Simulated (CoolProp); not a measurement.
The numbers come from the reference Helmholtz-energy equation of state, Span 2003 in CoolProp. It is a short technical equation, of lower accuracy than the large ones.

**Question.** For n-heptane, give the phase and the cv (kJ/(kg K)), speed of sound (m/s), Joule-Thomson coefficient (K/MPa) at 535.3 K and 38.6 kPa; 381.9 K and 761 kPa.

**Answer.** 
- 535.3 K and 38.6 kPa: gas; cv 2.57, speed of sound 213, Joule-Thomson coefficient 8.03
- 381.9 K and 761 kPa: liquid; cv 2.10, speed of sound 800, Joule-Thomson coefficient -0.245
